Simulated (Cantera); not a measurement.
Reactions in the system H-N-Nb-O

Source: NASA polynomial tables (part measured, part estimated), evaluated in Cantera. Values are per mole of reaction as written; species without (g) are pure solids or liquids, kept so even where they would boil at 1 bar.

12 NbO₂(g) + 3 H₂O₂(g) + 2 N(g) ⇌ 2 NH₃(g) + 6 Nb₂O₅

```json
[
 {"T (K)": "1350", "ΔH° (kJ)": "-9367.4", "ΔS° (J/K)": "-2726.4", "ΔG° (kJ)": "-5686.7", "log10 K": "220.03", "condensed phases": "Nb₂O₅(s)"},
 {"T (K)": "1450", "ΔH° (kJ)": "-9338.7", "ΔS° (J/K)": "-2705.9", "ΔG° (kJ)": "-5415.1", "log10 K": "195.07", "condensed phases": "Nb₂O₅(s)"},
 {"T (K)": "1550", "ΔH° (kJ)": "-9309.9", "ΔS° (J/K)": "-2686.7", "ΔG° (kJ)": "-5145.5", "log10 K": "173.40", "condensed phases": "Nb₂O₅(s)"},
 {"T (K)": "1650", "ΔH° (kJ)": "-9281.0", "ΔS° (J/K)": "-2668.6", "ΔG° (kJ)": "-4877.8", "log10 K": "154.41", "condensed phases": "Nb₂O₅(s)"},
 {"T (K)": "1750", "ΔH° (kJ)": "-9252.0", "ΔS° (J/K)": "-2651.5", "ΔG° (kJ)": "-4611.8", "log10 K": "137.65", "condensed phases": "Nb₂O₅(s)"},
 {"T (K)": "1850", "ΔH° (kJ)": "-8574.2", "ΔS° (J/K)": "-2272.2", "ΔG° (kJ)": "-4370.6", "log10 K": "123.40", "condensed phases": "Nb₂O₅(l)"},
 {"T (K)": "1950", "ΔH° (kJ)": "-8509.8", "ΔS° (J/K)": "-2238.3", "ΔG° (kJ)": "-4145.1", "log10 K": "111.03", "condensed phases": "Nb₂O₅(l)"},
 {"T (K)": "2050", "ΔH° (kJ)": "-8445.5", "ΔS° (J/K)": "-2206.1", "ΔG° (kJ)": "-3922.9", "log10 K": "99.95", "condensed phases": "Nb₂O₅(l)"}
]
```

2 NO₂(g) + 3 H₂(g) + 8 NbO₂ ⇌ 2 NH₃(g) + 4 Nb₂O₅

```csv
T (K),ΔH° (kJ),ΔS° (J/K),ΔG° (kJ),log10 K,condensed phases
1350,-1475.3,-457.3,-857.9,33.19,"NbO₂(s), Nb₂O₅(s)"
1450,-1477.3,-458.7,-812.1,29.26,"NbO₂(s), Nb₂O₅(s)"
1550,-1478.8,-459.8,-766.2,25.82,"NbO₂(s), Nb₂O₅(s)"
1650,-1480.1,-460.5,-720.2,22.80,"NbO₂(s), Nb₂O₅(s)"
1750,-1481.1,-461.1,-674.1,20.12,"NbO₂(s), Nb₂O₅(s)"
1850,-1049.4,-219.5,-643.4,18.17,"NbO₂(s), Nb₂O₅(l)"
1950,-1026.5,-207.4,-622.1,16.66,"NbO₂(s), Nb₂O₅(l)"
2050,-1003.5,-195.9,-601.9,15.34,"NbO₂(s), Nb₂O₅(l)"
```
